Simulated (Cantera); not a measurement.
**Diamond growth**

A diamond (100) surface in a fixed gas of H2 with x(CH4) = 0.018, x(H) = 0.00036, x(CH3) = 0.00033, 19.5 Torr; coverages are run to steady state.

Model: the Harris–Goodwin 1993 mechanism for the reconstructed diamond (100) surface, integrated in Cantera.

```csv
T (K),growth (µm/h),θ c6HH,θ c6H*,θ c6*H,θ c6**,θ c6HM
925,1.46,0.397,0.00704,0.181,0.00236,0.324
1000,1.54,0.470,0.0137,0.281,0.00510,0.167
1075,0.808,0.521,0.0227,0.382,0.00891,0.0423
1150,0.418,0.512,0.0303,0.430,0.0119,0.00747
1225,0.339,0.497,0.0365,0.446,0.0139,0.00133
1300,0.244,0.495,0.0417,0.445,0.0150,0.000250
1375,0.0931,0.504,0.0457,0.434,0.0152,5.29e-5
```
θ: site fractions in the mechanism's names (c6HH fully hydrogenated, c6H* and c6*H radical sites, c6** diradical, c6HM methylated).
